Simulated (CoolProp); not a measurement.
Methanol along the isobar 9900 kPa: fugacity coefficient from the reference equation and from simpler models built on Tc = 240.2 °C, pc = 8216 kPa, ω = 0.565; each cubic takes its own stable root.

The numbers come from the reference Helmholtz-energy equation of state, de Reuck 1993 in CoolProp.

| T (°C) | phase | reference |
|---|---|---|
| 99.85 | liquid | 0.03790 |
| 120.45 | liquid | 0.06740 |
| 141.05 | liquid | 0.1112 |
| 161.65 | liquid | 0.1720 |
| 182.25 | liquid | 0.2512 |
| 202.75 | liquid | 0.3480 |
| 223.35 | liquid | 0.4605 |
| 243.95 | supercritical | 0.5809 |
| 264.55 | supercritical | 0.6721 |
| 285.15 | supercritical | 0.7248 |
| 305.65 | supercritical | 0.7624 |
| 326.25 | supercritical | 0.7905 |
| 346.85 | supercritical | 0.8115 |

How far does each simpler model (van der Waals, Redlich-Kwong, Soave-Redlich-Kwong, Peng-Robinson) lie from the reference over these 13 states: mean and median of the absolute difference, and the worst?


- van der Waals: mean 94.5 %, median 22.1 %, worst +466.2 % at 99.85 °C and 9900 kPa
- Redlich-Kwong: mean 43.4 %, median 11.9 %, worst +181.8 % at 99.85 °C and 9900 kPa
- Soave-Redlich-Kwong: mean 5.7 %, median 6.0 %, worst +10.8 % at 141.05 °C and 9900 kPa
- Peng-Robinson: mean 4.0 %, median 3.2 %, worst +7.5 % at 120.45 °C and 9900 kPa
